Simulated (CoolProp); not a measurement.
Properties of decamethylcyclopentasiloxane (D5) along the isotherm 427.2 K (Tc = 618.3 K, pc = 1.078 MPa, ω = 0.631).

Values from CoolProp's reference Helmholtz-energy equation of state, Thol 2019.

| p (MPa) | phase | density (kg/m³) | cv (kJ/(kg K)) | speed of sound (m/s) |
|---|---|---|---|---|
| 0.0674 | liquid | 813.3 | 1.660 | 557.1 |
| 0.135 | liquid | 813.6 | 1.660 | 558.1 |
| 0.202 | liquid | 813.8 | 1.660 | 559.0 |
| 0.269 | liquid | 814.1 | 1.660 | 559.9 |
| 0.337 | liquid | 814.3 | 1.660 | 560.9 |
| 0.404 | liquid | 814.6 | 1.660 | 561.8 |
| 0.471 | liquid | 814.8 | 1.660 | 562.7 |
| 0.539 | liquid | 815.0 | 1.660 | 563.7 |
